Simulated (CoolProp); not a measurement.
Properties of n-dodecane along the isotherm 620 K (Tc = 658.1 K, pc = 1818 kPa, ω = 0.574).

Values from CoolProp's reference Helmholtz-energy equation of state, Lemmon 2004. It is a short technical equation, of lower accuracy than the large ones.

```json
[
 {"p (kPa)": "341", "phase": "gas", "density (kg/m³)": "12.53", "cv (kJ/(kg K))": "2.880", "isothermal compressibility (1/MPa)": "3.281", "viscosity (µPa s)": "9.61", "conductivity (mW/(m K))": "39.2"},
 {"p (kPa)": "682", "phase": "gas", "density (kg/m³)": "28.78", "cv (kJ/(kg K))": "2.908", "isothermal compressibility (1/MPa)": "1.945", "viscosity (µPa s)": "9.68", "conductivity (mW/(m K))": "42.0"},
 {"p (kPa)": "1020", "phase": "gas", "density (kg/m³)": "53.13", "cv (kJ/(kg K))": "2.953", "isothermal compressibility (1/MPa)": "1.834", "viscosity (µPa s)": "9.94", "conductivity (mW/(m K))": "45.8"},
 {"p (kPa)": "1360", "phase": "liquid", "density (kg/m³)": "___", "cv (kJ/(kg K))": "2.986", "isothermal compressibility (1/MPa)": "0.05059", "viscosity (µPa s)": "62.9", "conductivity (mW/(m K))": "72.0"},
 {"p (kPa)": "1700", "phase": "liquid", "density (kg/m³)": "440.0", "cv (kJ/(kg K))": "2.982", "isothermal compressibility (1/MPa)": "0.04208", "viscosity (µPa s)": "65.8", "conductivity (mW/(m K))": "72.8"},
 {"p (kPa)": "2040", "phase": "liquid", "density (kg/m³)": "445.8", "cv (kJ/(kg K))": "2.978", "isothermal compressibility (1/MPa)": "0.03623", "viscosity (µPa s)": "___", "conductivity (mW/(m K))": "73.5"},
 {"p (kPa)": "2390", "phase": "liquid", "density (kg/m³)": "451.2", "cv (kJ/(kg K))": "___", "isothermal compressibility (1/MPa)": "0.03181", "viscosity (µPa s)": "___", "conductivity (mW/(m K))": "74.2"},
 {"p (kPa)": "2730", "phase": "liquid", "density (kg/m³)": "455.8", "cv (kJ/(kg K))": "2.973", "isothermal compressibility (1/MPa)": "0.02852", "viscosity (µPa s)": "73.2", "conductivity (mW/(m K))": "74.8"}
]
```

Problem. Complete the blanks.

Solution. 
- 1360, density (kg/m³): 433.1
- 2040, viscosity (µPa s): 68.4
- 2390, cv (kJ/(kg K)): 2.976
- 2390, viscosity (µPa s): 70.9

Viscosity comes from a separate model (Huber 2004). Thermal conductivity comes from a separate model (Huber 2004).
